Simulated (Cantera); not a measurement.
Feed: 1 mol PbO, 0.038 mol H2O, 0.76 mol H2, equilibrated at 0.390 bar.

These are equilibrium values from Cantera (NASA tables, ideal gas, pure condensed phases), not measurements of a reactor. Candidate condensed phases: H2O, Pb, PbO, PbO2, Pb3O4; 12 gas species. Each liquid is taken as pure. Mutual solubility and eutectic melting of coexisting phases are not modelled. Gases not in the tables: (PbO)n polymers. Rates play no part.

Problem. Which condensed phases are stable at each of these points (T (°C)): 575, 650, 725, 800, 875, 950, 1025, 1100, 1175, 1250?

Solution. 
```
T (°C)     condensed phases  Pb condensed (%)
------  -------------------  ----------------
575     Pb(l) + PbO(yellow)             100.0
650     Pb(l) + PbO(yellow)             100.0
725     Pb(l) + PbO(yellow)             100.0
800     Pb(l) + PbO(yellow)             100.0
875     Pb(l) + PbO(yellow)              99.9
950          Pb(l) + PbO(l)              99.8
1025         Pb(l) + PbO(l)              99.4
1100         Pb(l) + PbO(l)              98.3
1175         Pb(l) + PbO(l)              95.9
1250         Pb(l) + PbO(l)              90.3
```

From 575 °C to 875 °C the condensed part is Pb(l) + PbO(yellow). From 950 °C to 1250 °C the condensed part is Pb(l) + PbO(l).
